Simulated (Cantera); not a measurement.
Charge: 1 mol CaF₂, 0.11 mol H₂, at 13.3 mbar.

Method: chemical equilibrium by Gibbs-energy minimisation in Cantera with the NASA 1993 tables (ideal gas, pure condensed phases). Candidate condensed phases: Ca, CaF₂; 15 gas species. The numbers say what is thermodynamically allowed, not how fast it happens.

Question: Which condensed phases are stable at each of these points (T (K)): 1073, 1148, 1223, 1298, 1373, 1448, 1523, 1598, 1673, 1748, 1823, 1898?

Answer: 
```json
[
 {"T (K)": "1073", "condensed phases": "CaF₂(s)", "Ca condensed (%)": "100.0"},
 {"T (K)": "1148", "condensed phases": "CaF₂(s)", "Ca condensed (%)": "100.0"},
 {"T (K)": "1223", "condensed phases": "CaF₂(s)", "Ca condensed (%)": "100.0"},
 {"T (K)": "1298", "condensed phases": "CaF₂(s)", "Ca condensed (%)": "100.0"},
 {"T (K)": "1373", "condensed phases": "CaF₂(s)", "Ca condensed (%)": "100.0"},
 {"T (K)": "1448", "condensed phases": "CaF₂(s)", "Ca condensed (%)": "100.0"},
 {"T (K)": "1523", "condensed phases": "CaF₂(s)", "Ca condensed (%)": "100.0"},
 {"T (K)": "1598", "condensed phases": "CaF₂(s)", "Ca condensed (%)": "100.0"},
 {"T (K)": "1673", "condensed phases": "CaF₂(s)", "Ca condensed (%)": "99.9"},
 {"T (K)": "1748", "condensed phases": "CaF₂(l)", "Ca condensed (%)": "99.8"},
 {"T (K)": "1823", "condensed phases": "CaF₂(l)", "Ca condensed (%)": "99.5"},
 {"T (K)": "1898", "condensed phases": "CaF₂(l)", "Ca condensed (%)": "98.7"}
]
```

From 1073 K to 1673 K the condensed part is CaF₂(s). From 1748 K to 1898 K the condensed part is CaF₂(l).
